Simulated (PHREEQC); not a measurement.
Solution (25 °C): 5.7 mmol/kgw CaCl2, 0.031 mmol/kgw Na2CO3 and 0.2 mmol/kgw H4SiO4. Closed to the air; pH follows from the charge balance.

Computed with PHREEQC (ion-association model, phreeqc.dat).

Question: The ionic strength comes out as 0.0171 mol/kgw. What activity coefficients do Na+, HCO3-, CaHCO3+, Ca+2, H3SiO4- get?

Answer: Na+ 0.88, HCO3- 0.88, CaHCO3+ 0.89, Ca+2 0.61, H3SiO4- 0.88.

No solid was allowed to form. Saturation is exceeded, for instance for Quartz (slow to form); the values hold only as long as no solid forms.
